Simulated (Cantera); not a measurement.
A closed system holds: 1 mol CaO, 1.9 mol Cl2, a varied amount of N2, equilibrated at 0.133 bar.

These are equilibrium values from Cantera (NASA tables, ideal gas, pure condensed phases), not measurements of a reactor. Candidate condensed phases: Ca, CaCl2, CaO; 17 gas species. Condensed phases not in the tables: oxide chlorides. Kinetics and transport are ignored.

Problem. What condenses at these points (T in °C, n(N2) in mol): (1175, 2.9); (1250, 1.1); (875, 2.9); (1475, 2.9); (1400, 12)?

Solution. 
```json
[
 {"T (°C)": "1175", "n(N2) in mol": "2.9", "condensed phases": "CaCl2", "Ca condensed (%)": "97.6"},
 {"T (°C)": "1250", "n(N2) in mol": "1.1", "condensed phases": "CaCl2", "Ca condensed (%)": "95.6"},
 {"T (°C)": "875", "n(N2) in mol": "2.9", "condensed phases": "CaCl2", "Ca condensed (%)": "100.0"},
 {"T (°C)": "1475", "n(N2) in mol": "2.9", "condensed phases": "gas only", "Ca condensed (%)": "0.0"},
 {"T (°C)": "1400", "n(N2) in mol": "12", "condensed phases": "gas only", "Ca condensed (%)": "0.0"}
]
```
